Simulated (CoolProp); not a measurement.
A simple Rankine cycle with benzene: condensing at 325.15 K, boiler at 0.983 MPa, turbine inlet 465.7 K, turbine efficiency 0.85, pump efficiency 0.7, no recuperator. Each further row changes one setting.

Model: reference Helmholtz-energy equation of state, Thol 2012, in CoolProp.

| case | thermal efficiency (%) | net work (kJ/kg) | heat in (kJ/kg) | turbine exit temperature (K) | volume ratio over the turbine |
|---|---|---|---|---|---|
| as stated | 18.9 | 112 | 591 | 376.2 | 23.6 |
| turbine inlet 485.7 K | 18.9 | (withheld) | 628 | (withheld) | 23.3 |
| condensing temperature 317.15 K | 20.1 | 122 | 605 | 368.7 | (withheld) |
| boiler pressure 0.688 MPa | (withheld) | 103 | 600 | 388.6 | (withheld) |
| turbine efficiency 0.75 | 16.7 | (withheld) | 591 | 385.9 | 24.2 |

Problem. Complete the blanks.

Solution. 
- turbine inlet 485.7 K, net work (kJ/kg): 119
- turbine inlet 485.7 K, turbine exit temperature (K): 397.7
- condensing temperature 317.15 K, volume ratio over the turbine: 31.5
- boiler pressure 0.688 MPa, thermal efficiency (%): 17.3
- boiler pressure 0.688 MPa, volume ratio over the turbine: 16.1
- turbine efficiency 0.75, net work (kJ/kg): 98.6
